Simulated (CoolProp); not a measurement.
A single-stage vapour-compression cycle with trans-2-butene: evaporating at 312.15 K (dew point), condensing at 375.15 K (bubble point), superheat 8 K, subcooling 0 K, compressor efficiency 0.8, no pressure losses. Each further row changes one setting.

Computed with CoolProp (reference Helmholtz-energy equation of state, Lemmon 2005). It is a short technical equation, of lower accuracy than the large ones.

```
case                              cooling COP  pressure ratio  discharge temperature (K)  refrigerating effect (kJ/kg)  volumetric capacity (kJ/m³)
--------------------------------  -----------  --------------  -------------------------  ----------------------------  ---------------------------
as stated                          (withheld)            4.40                      384.0                           215                         1770
evaporating temperature 317.15 K         3.06            3.82                      383.6                    (withheld)                   (withheld)
condensing temperature 370.15 K          3.07      (withheld)                 (withheld)                           229                         1890
subcooling 5 K                     (withheld)            4.40                      384.0                           229                         1890
superheat 18 K                           2.78            4.40                      393.3                           233                         1840
compressor efficiency 0.7          (withheld)            4.40                      388.8                           215                         1770
```

**Question.** Fill in the missing entries.

**Answer.** 
- as stated, cooling COP: 2.69
- evaporating temperature 317.15 K, refrigerating effect (kJ/kg): 221
- evaporating temperature 317.15 K, volumetric capacity (kJ/m³): 2090
- condensing temperature 370.15 K, pressure ratio: 3.99
- condensing temperature 370.15 K, discharge temperature (K): 379.1
- subcooling 5 K, cooling COP: 2.87
- compressor efficiency 0.7, cooling COP: 2.35
